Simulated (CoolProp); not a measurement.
Model: reference Helmholtz-energy equation of state, Gao 2020, in CoolProp.

**Question.** Give the vapour pressure (bar), liquid density (kg/m³), vapour density (kg/m³) of saturated ammonia at 48.95, 70.05 °C.

**Answer.** 
| T (°C) | p (bar) | liquid density (kg/m³) | vapour density (kg/m³) |
|---|---|---|---|
| 48.95 | 19.8 | 565 | 15.3 |
| 70.05 | 33.2 | 526 | 26.4 |
